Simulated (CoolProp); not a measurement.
Saturation properties of CH2F2 (R32) (Tc = 351.3 K, pc = 5783 kPa, ω = 0.277).

Model: reference Helmholtz-energy equation of state, Tillner-Roth 1997, in CoolProp.

| T (K) | p (kPa) | liquid density (kg/m³) | vapour viscosity (µPa s) |
|---|---|---|---|
| 165.9 | 1.920 | 1357 | 7.33 |
| 173.7 | 4.006 | 1338 | 7.68 |
| 181.5 | 7.773 | 1318 | 8.03 |
| 189.3 | 14.16 | 1298 | 8.39 |
| 197.1 | 24.43 | 1278 | 8.74 |
| 204.9 | 40.17 | 1258 | 9.10 |
| 212.7 | 63.34 | 1237 | 9.46 |
| 220.5 | 96.27 | 1216 | 9.82 |
| 228.3 | 141.6 | 1194 | 10.2 |
| 236.1 | 202.4 | 1172 | 10.5 |
| 243.9 | 282.0 | 1149 | 10.9 |
| 251.7 | 384.0 | 1125 | 11.3 |

It boils at 221.5 K under 1 atm.

Viscosity comes from a separate model (Bell 2016), an estimate that may be off by 10 % or more.
